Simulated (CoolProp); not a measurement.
Dimethyl carbonate at 451.79 K and 0.167 MPa is throttled through a valve to 0.0446 MPa with no heat exchange. Each further row changes one setting.

Values from CoolProp's reference Helmholtz-energy equation of state, Zhou 2011.

```csv
case,temperature change (K),final density (kg/m³)
as stated,-1.5,1.08
outlet pressure 0.0134 MPa,-1.8,0.323
outlet pressure 0.058 MPa,-1.3,1.41
```
